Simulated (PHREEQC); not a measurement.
PHREEQC input (ion-association model, wateq4f.dat):

```
SOLUTION 1
  temp 6.8
  units mol/kgw
  pH 7 charge
  S(6) 0.01
  Na 0.02
END
SELECTED_OUTPUT 1
  -reset false
  -pH true
  -pe true
  -ionic_strength true
  -water true
  -totals Ca F Na S S(-2) S(6)
  -molalities H+ Ca+2 F- Na+ SO4-2 CaSO4 NaSO4- CaOH+ HSO4- H2S
    HS- S-2 O2 OH- CaF+ CaHSO4+ HF HF2- H2F2 NaF
  -equilibrium_phases Fluorite
  -saturation_indices Gypsum Portlandite Mirabilite
PRINT
  -reset false
USE solution 1
REACTION_TEMPERATURE 1
  0 6.7 13.3 20 26.7 33.3 40 46.7 53.3 60 66.7 73.3 80 86.7 93.3 100
EQUILIBRIUM_PHASES 1
  Fluorite 0 0.5
  O2(g) -0.68 10
END
```

Selected output (columns that matter, 16 of 16 rows; T (°C) added in front):

```
T (°C)	pH	mu	Ca	F	m_H+	m_Ca+2	m_F-	m_Na+	m_SO4-2	m_CaSO4	Fluorite	si_Gypsum	si_Portlandite	si_Mirabilite
0	7.5676	0.029533	0.00021632	0.00043263	3.0799e-08	0.00015041	0.00042896	0.019572	0.0095099	6.5745e-05	0.49978	-1.7523	-13.827	-3.4515
6.7	7.443	0.029524	0.00023764	0.00047527	4.1079e-08	0.00016217	0.0004712	0.019554	0.0094829	7.5234e-05	0.49976	-1.744	-13.452	-3.8207
13.3	7.3312	0.029514	0.0002585	0.000517	5.3202e-08	0.0001733	0.00051251	0.019537	0.0094566	8.4888e-05	0.49974	-1.7328	-13.091	-4.168
20	7.2281	0.029503	0.00027933	0.00055866	6.7535e-08	0.00018403	0.00055374	0.019521	0.0094302	9.4881e-05	0.49972	-1.7186	-12.733	-4.5051
26.7	7.1349	0.029492	0.00029963	0.00059927	8.3821e-08	0.00019413	0.00059389	0.019505	0.0094043	0.00010495	0.4997	-1.7018	-12.383	-4.8277
33.3	7.052	0.02948	0.00031895	0.00063791	1.016e-07	0.00020342	0.00063207	0.019489	0.0093795	0.00011482	0.49968	-1.6831	-12.045	-5.1321
40	6.9762	0.029467	0.00033773	0.00067546	1.2114e-07	0.00021215	0.00066913	0.019475	0.0093551	0.00012469	0.49966	-1.662	-11.708	-5.4286
46.7	6.9084	0.029454	0.00035555	0.00071109	1.4186e-07	0.00022014	0.00070423	0.01946	0.0093315	0.00013429	0.49964	-1.639	-11.378	-5.7131
53.3	6.8487	0.02944	0.00037205	0.0007441	1.6303e-07	0.00022728	0.0007367	0.019447	0.0093093	0.0001434	0.49963	-1.6146	-11.059	-5.9825
60	6.7948	0.029425	0.00038766	0.00077532	1.8489e-07	0.00023381	0.00076736	0.019434	0.0092878	0.0001522	0.49961	-1.5882	-10.741	-6.2455
66.7	6.7473	0.029411	0.00040207	0.00080413	2.0667e-07	0.00023961	0.00079557	0.019422	0.0092675	0.00016049	0.4996	-1.5605	-10.428	-6.4986
73.3	6.7062	0.029396	0.00041503	0.00083006	2.2764e-07	0.00024464	0.00082088	0.019411	0.0092487	0.00016808	0.49958	-1.5318	-10.126	-6.739
80	6.6699	0.029381	0.00042692	0.00085384	2.48e-07	0.00024908	0.00084401	0.0194	0.0092309	0.00017517	0.49957	-1.5016	-9.8243	-6.9742
86.7	6.6386	0.029366	0.00043753	0.00087505	2.6708e-07	0.00025288	0.00086453	0.01939	0.0092144	0.00018158	0.49956	-1.4702	-9.5276	-7.2012
93.3	6.6125	0.029352	0.00044672	0.00089344	2.8428e-07	0.00025603	0.0008822	0.019381	0.0091995	0.00018721	0.49955	-1.4384	-9.2402	-7.4173
100	6.5904	0.029338	0.00045479	0.00090959	2.9986e-07	0.00025867	0.0008976	0.019372	0.0091857	0.00019221	0.49955	-1.4053	-8.953	-7.6293
```

At this temperature some constants are extrapolated from 25 °C, and those without enthalpy data are left unchanged.
